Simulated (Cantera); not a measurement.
What does this Cantera script print?

```python
import numpy as np
import cantera as ct

gas_names = """
    AL ALCL ALCL2 ALCL3 ALH ALN AL2 AL2CL6 CL CL2 H HCL H2 N NH NH2 NH3 N2 N2H2 N2H4
""".split()
cond_names = """
    AL(cr) AL(L) ALCL3(s) ALCL3(L) ALN(s) NH4CL(a) NH4CL(b)
""".split()


# ... load() reads the species with a 1 bar reference pressure and builds the phases ...
atoms = {
    'AlN': {'AL': 1, 'N': 1},
    'HCl': {'H': 1, 'CL': 1},
    'H2': {'H': 2},
}
top_T = {'ALN(s)': 2750}  # K; cautious upper limits of use, not melting points


# ... equilibrate(T, P, feed) seeds the gas with the atoms and calls Mixture.equilibrate('TP', solver="vcs", rtol=1e-11, max_steps=5000) ...
results = []
T = 1050  # K
P = 1333.22  # Pa
for m in [4.4, 6, 8.1, 11, 15, 20, 28, 38, 52, 70]:
    feed = {'AlN': 1, 'HCl': m, 'H2': 1.2}  # mol
    mix = equilibrate(T, P, feed)
    results.append((T, P, feed, dict(zip(mix.species_names, mix.species_moles))))

top = {s: max(r[3][s] / sum(r[3][g] for g in gas_names) for r in results) for s in gas_names}
cols = sorted((s for s in top if top[s] > 0.001), key=lambda s: -top[s])[:9]
seen = [c for c in cond_names if any(r[3].get(c, 0) > 1e-12 for r in results)]
print("log10 of partial pressures in bar; condensed amounts in mol")
print(f"{'n(HCl)':>10s}" + "".join(f"{s[:9]:>10s}" for s in cols + seen))
for T, P, feed, n in results:
    ng = sum(n[g] for g in gas_names)
    print(f"{feed['HCl']:10.4g}" + "".join(f"{np.log10(max(n[s] / ng * P / 1e5, 1e-99)):10.3f}" for s in cols)
          + "".join(f"{n.get(c, 0):10.4g}" for c in seen))
```

It prints:

```
log10 of partial pressures in bar; condensed amounts in mol
    n(HCl)       HCL        H2     ALCL3        N2
       4.4    -2.477    -2.192    -2.623    -2.924
         6    -2.255    -2.301    -2.733    -3.033
       8.1    -2.136    -2.412    -2.844    -3.145
        11    -2.058    -2.530    -2.962    -3.262
        15    -2.005    -2.653    -3.085    -3.386
        20    -1.971    -2.770    -3.201    -3.502
        28    -1.943    -2.909    -3.341    -3.642
        38    -1.924    -3.037    -3.468    -3.769
        52    -1.911    -3.170    -3.601    -3.902
        70    -1.902    -3.296    -3.728    -4.029
```

Cantera equilibrium calculation (NASA polynomials, part measured and part estimated; ideal gas, pure solids and liquids).
